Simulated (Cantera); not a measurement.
Feed: 1 mol FeS₂, 0.069 mol H₂S, 1.3 mol N₂, held at 5.10 bar.

Equilibrium computed with Cantera from the NASA thermochemical tables; the gas is ideal and each condensed phase is pure. Candidate condensed phases: Fe, FeS, FeS₂, S; 16 gas species. FeS: taken at fixed stoichiometry. The numbers say what is thermodynamically allowed, not how fast it happens.

At 1448 K, list the 5 most abundant gas species with their mole fractions, and the condensed phases.

N₂ 0.694, S₂ 0.269, H₂S 0.0310, H₂ 0.00560, SH 0.000508. Condensed: FeS(s).
